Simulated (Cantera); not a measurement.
Cantera with NASA thermochemical tables; ideal gases at 1 bar, condensed phases pure. Values are per mole of reaction as written; species without (g) are pure solids or liquids, kept so even where they would boil at 1 bar.

Q: Between 300 and 948 K, where is each reaction favourable under standard conditions?
- 6 F(g) + SO3(g) ⇌ SF6(g) + O3(g)
- SF4(g) ⇌ S + 4 F(g)
- SF6(g) + 2 SO3(g) ⇌ 3 SO2(g) + 3 F2(g)

A: 
- 6 F(g) + SO3(g) ⇌ SF6(g) + O3(g): ΔG° is -956 kJ at 300 K and -504 kJ at 948 K; it stays negative (K > 1). ΔH° is -1169 kJ and ΔS° -702 J/K at 948 K.
- SF4(g) ⇌ S + 4 F(g): ΔG° is 971 kJ at 300 K and 715 kJ at 948 K; it stays positive (K < 1). ΔH° is 1099 kJ and ΔS° 405 J/K at 948 K.
- SF6(g) + 2 SO3(g) ⇌ 3 SO2(g) + 3 F2(g): ΔG° is 957 kJ at 300 K and 605 kJ at 948 K; it stays positive (K < 1). ΔH° is 1112 kJ and ΔS° 535 J/K at 948 K.
